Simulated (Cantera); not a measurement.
**PbO + H2 (hydrogen reduction and annealing atmospheres)**

Feed: 1 mol PbO, 0.99 mol H2, held at 96.0 mbar.

These are equilibrium values from Cantera (NASA tables, ideal gas, pure condensed phases), not measurements of a reactor. Candidate condensed phases: H2O, Pb, PbO, PbO2, Pb3O4; 12 gas species. Each liquid is taken as pure. Mutual solubility and eutectic melting of coexisting phases are not modelled. Gases not in the tables: (PbO)n polymers. Equilibrium is a limit: real reactors are often held back by kinetics, nucleation or transport.

| T (K) | x H2O | x Pb | x PbO | x H2 | n Pb(l) | n PbO(yellow) | n PbO(l) |
|---|---|---|---|---|---|---|---|
| 825 | 1.000 | 1.49e-6 | 2.61e-9 | 7.13e-5 | 0.990 | 0.0101 | 0 |
| 875 | 1.000 | 7.02e-6 | 2.68e-8 | 8.97e-5 | 0.990 | 0.0101 | 0 |
| 925 | 1.000 | 2.78e-5 | 2.12e-7 | 0.000111 | 0.990 | 0.0101 | 0 |
| 975 | 1.000 | 9.55e-5 | 1.35e-6 | 0.000134 | 0.990 | 0.0101 | 0 |
| 1025 | 1.000 | 0.000290 | 7.14e-6 | 0.000161 | 0.990 | 0.0102 | 0 |
| 1075 | 0.999 | 0.000791 | 3.21e-5 | 0.000190 | 0.989 | 0.0102 | 0 |
| 1125 | 0.998 | 0.00197 | 0.000126 | 0.000222 | 0.988 | 0.0101 | 0 |
| 1175 | 0.995 | 0.00454 | 0.000420 | 0.000267 | 0.985 | 0 | 0.00985 |
| 1225 | 0.989 | 0.00973 | 0.00118 | 0.000340 | 0.980 | 0 | 0.00916 |
| 1275 | 0.977 | 0.0196 | 0.00302 | 0.000424 | 0.970 | 0 | 0.00737 |
| 1325 | 0.955 | 0.0376 | 0.00719 | 0.000516 | 0.951 | 0 | 0.00308 |
| 1375 | 0.920 | 0.0684 | 0.0103 | 0.000954 | 0.915 | 0 | 0 |
| 1425 | 0.868 | 0.119 | 0.0109 | 0.00215 | 0.852 | 0 | 0 |
| 1475 | 0.783 | 0.200 | 0.0121 | 0.00418 | 0.733 | 0 | 0 |
x: gas mole fraction; n: condensed amount in mol.

From 825 K to 1125 K the condensed part is Pb(l) + PbO(yellow). From 1175 K to 1325 K the condensed part is Pb(l) + PbO(l). From 1375 K to 1475 K the condensed part is Pb(l).
